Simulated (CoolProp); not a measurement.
The numbers come from the reference Helmholtz-energy equation of state, Lemmon 2006 in CoolProp. It is a short technical equation, of lower accuracy than the large ones.

Problem. For C3F8 (R218), give the phase and the cv (kJ/(kg K)), Joule-Thomson coefficient (K/MPa), conductivity (mW/(m K)), Prandtl number at 256.5 K and 1.39 MPa; 228.2 K and 0.126 MPa; 428.4 K and 0.0407 MPa.

Solution. 
- 256.5 K and 1.39 MPa: liquid; cv 0.721, Joule-Thomson coefficient -0.191, conductivity 57.2, Prandtl number 5.78
- 228.2 K and 0.126 MPa: liquid; cv 0.672, Joule-Thomson coefficient -0.299, conductivity 64.3, Prandtl number 7.46
- 428.4 K and 0.0407 MPa: gas; cv 0.916, Joule-Thomson coefficient 4.30, conductivity 23.7, Prandtl number 0.716

Viscosity comes from a separate model (Huber 2003), an estimate that may be off by 10 % or more. Thermal conductivity comes from a separate model (Huber 2003), an estimate that may be off by 10 % or more.
